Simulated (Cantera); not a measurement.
What does this Cantera script print?

```python
import numpy as np
import cantera as ct

gas_names = [...]  # 116 gases of nasa_gas.yaml made of C, H, Mg, O
cond_names = """
    C(gr) C6H6(L) C7H8(L) C8H18(L),n-octa H2O(s) H2O(L) Mg(cr) Mg(L) MgCO3(s) MgO(s) MgO(L) MgO2H2(s)
""".split()


# ... load() reads the species with a 1 bar reference pressure and builds the phases ...
atoms = {
    'MgO': {'Mg': 1, 'O': 1},
    'C': {'C': 1},
    'H2': {'H': 2},
}
top_T = {'C(gr)': 4500}  # K; cautious upper limits of use, not melting points


# ... equilibrate(T, P, feed) seeds the gas with the atoms and calls Mixture.equilibrate('TP', solver="vcs", rtol=1e-11, max_steps=5000) ...
results = []
P = 690  # Pa
for T in [1625, 1725, 1825, 1925, 2025, 2125, 2225, 2325, 2425, 2525, 2625, 2725]:
    for m in [0.17, 0.25, 0.35, 0.5, 0.72, 1, 1.5]:
        feed = {'MgO': 1, 'C': 0.78, 'H2': m}  # mol
        mix = equilibrate(T, P, feed)
        results.append((T, P, feed, dict(zip(mix.species_names, mix.species_moles))))

for T, P, feed, n in results:
    print(f"{T:7g} {feed['H2']:10.4g}  " + (" + ".join(c for c in cond_names if n.get(c, 0) > 1e-12) or "gas only"))
```

Output:

```
   1625       0.17  MgO(s)
   1625       0.25  MgO(s)
   1625       0.35  MgO(s)
   1625        0.5  MgO(s)
   1625       0.72  MgO(s)
   1625          1  MgO(s)
   1625        1.5  MgO(s)
   1725       0.17  MgO(s)
   1725       0.25  MgO(s)
   1725       0.35  MgO(s)
   1725        0.5  MgO(s)
   1725       0.72  MgO(s)
   1725          1  MgO(s)
   1725        1.5  MgO(s)
   1825       0.17  MgO(s)
   1825       0.25  MgO(s)
   1825       0.35  MgO(s)
   1825        0.5  MgO(s)
   1825       0.72  MgO(s)
   1825          1  MgO(s)
   1825        1.5  MgO(s)
   1925       0.17  MgO(s)
   1925       0.25  MgO(s)
   1925       0.35  MgO(s)
   1925        0.5  MgO(s)
   1925       0.72  MgO(s)
   1925          1  MgO(s)
   1925        1.5  MgO(s)
   2025       0.17  MgO(s)
   2025       0.25  MgO(s)
   2025       0.35  MgO(s)
   2025        0.5  MgO(s)
   2025       0.72  MgO(s)
   2025          1  MgO(s)
   2025        1.5  MgO(s)
   2125       0.17  MgO(s)
   2125       0.25  MgO(s)
   2125       0.35  MgO(s)
   2125        0.5  MgO(s)
   2125       0.72  MgO(s)
   2125          1  MgO(s)
   2125        1.5  MgO(s)
   2225       0.17  MgO(s)
   2225       0.25  MgO(s)
   2225       0.35  MgO(s)
   2225        0.5  MgO(s)
   2225       0.72  MgO(s)
   2225          1  MgO(s)
   2225        1.5  MgO(s)
   2325       0.17  MgO(s)
   2325       0.25  MgO(s)
   2325       0.35  MgO(s)
   2325        0.5  MgO(s)
   2325       0.72  MgO(s)
   2325          1  gas only
   2325        1.5  gas only
   2425       0.17  MgO(s)
   2425       0.25  MgO(s)
   2425       0.35  gas only
   2425        0.5  gas only
   2425       0.72  gas only
   2425          1  gas only
   2425        1.5  gas only
   2525       0.17  gas only
   2525       0.25  gas only
   2525       0.35  gas only
   2525        0.5  gas only
   2525       0.72  gas only
   2525          1  gas only
   2525        1.5  gas only
   2625       0.17  gas only
   2625       0.25  gas only
   2625       0.35  gas only
   2625        0.5  gas only
   2625       0.72  gas only
   2625          1  gas only
   2625        1.5  gas only
   2725       0.17  gas only
   2725       0.25  gas only
   2725       0.35  gas only
   2725        0.5  gas only
   2725       0.72  gas only
   2725          1  gas only
   2725        1.5  gas only
```

These are equilibrium values from Cantera (NASA tables, ideal gas, pure condensed phases), not measurements of a reactor.
